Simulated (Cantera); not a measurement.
A Cantera script and what it prints.

```python
import numpy as np
import cantera as ct

gas_names = [...]  # 113 gases of nasa_gas.yaml made of C, H, O, Ta
cond_names = """
    C(gr) C6H6(L) C7H8(L) C8H18(L),n-octa H2O(s) H2O(L) Ta(cr) Ta(L) TaC(s) TaC(L) Ta2O5(s) Ta2O5(L)
""".split()


# ... load() reads the species with a 1 bar reference pressure and builds the phases ...
atoms = {
    'Ta(OEt)5': {'Ta': 1, 'C': 10, 'H': 25, 'O': 5},
    'H2O': {'H': 2, 'O': 1},
}
top_T = {'C(gr)': 4500}  # K; cautious upper limits of use, not melting points


# ... equilibrate(T, P, feed) seeds the gas with the atoms and calls Mixture.equilibrate('TP', solver="vcs", rtol=1e-11, max_steps=5000) ...
results = []
feed = {'Ta(OEt)5': 1, 'H2O': 1.1}  # mol
T = 1250  # K
for P in [0.1, 1, 10, 100, 1000, 10000, 100000, 1000000]:
    mix = equilibrate(T, P, feed)
    results.append((T, P, feed, dict(zip(mix.species_names, mix.species_moles))))

top = {s: max(r[3][s] / sum(r[3][g] for g in gas_names) for r in results) for s in gas_names}
cols = sorted((s for s in top if top[s] > 0.001), key=lambda s: -top[s])[:8]
seen = [c for c in cond_names if any(r[3].get(c, 0) > 1e-12 for r in results)]
print("log10 of partial pressures in bar; condensed amounts in mol")
print(f"{'P/Pa':>10s}" + "".join(f"{s[:9]:>10s}" for s in cols + seen))
for T, P, feed, n in results:
    ng = sum(n[g] for g in gas_names)
    print(f"{P:10.4g}" + "".join(f"{np.log10(max(n[s] / ng * P / 1e5, 1e-99)):10.3f}" for s in cols)
          + "".join(f"{n.get(c, 0):10.4g}" for c in seen))
```

It prints:

```
log10 of partial pressures in bar; condensed amounts in mol
      P/Pa        H2        CO       CH4       H2O       CO2     C(gr)    TaC(s)  Ta2O5(s)
       0.1    -6.161    -6.509   -14.281   -14.493   -15.035       2.9         1         0
         1    -5.161    -5.509   -12.281   -12.492   -13.035       2.9         1         0
        10    -4.161    -4.509   -10.281   -10.492   -11.035       2.9         1         0
       100    -3.161    -3.509    -8.281    -8.492    -9.035       2.9         1         0
      1000    -2.161    -2.509    -6.281    -6.492    -7.035       2.9         1         0
     1e+04    -1.161    -1.509    -4.282    -4.493    -5.036     2.898         1         0
     1e+05    -0.107    -0.682    -2.172    -2.611    -3.380     6.334         0       0.5
     1e+06     0.857     0.296    -0.244    -0.669    -1.425     5.894         0       0.5
```

These are equilibrium values from Cantera (NASA tables, ideal gas, pure condensed phases), not measurements of a reactor. The feed counts by its element totals alone. TaC: taken at fixed stoichiometry. Condensed phases not in the tables: Ta2C.
